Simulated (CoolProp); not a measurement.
Properties of C2F6 (R116) along the isobar 3830 kPa (Tc = 293.0 K, pc = 3048 kPa, ω = 0.257).

Values from CoolProp's reference Helmholtz-energy equation of state, Lemmon 2006. It is a short technical equation, of lower accuracy than the large ones.

```
T (K)          phase  density (kg/m³)  cv (kJ/(kg K))
-----  -------------  ---------------  --------------
245.2         liquid             1384          0.6974
270.9         liquid             1216          0.7357
296.5  supercritical            901.3          0.8006
322.2  supercritical                ?          0.8107
347.9  supercritical            245.0          0.8210
373.6  supercritical            207.3          0.8432
399.3  supercritical                ?               ?
425    supercritical            165.3          0.8920
```

Task: Fill in the missing entries.

Result: 
- 322.2, density (kg/m³): 321.9
- 399.3, density (kg/m³): 183.0
- 399.3, cv (kJ/(kg K)): 0.8677
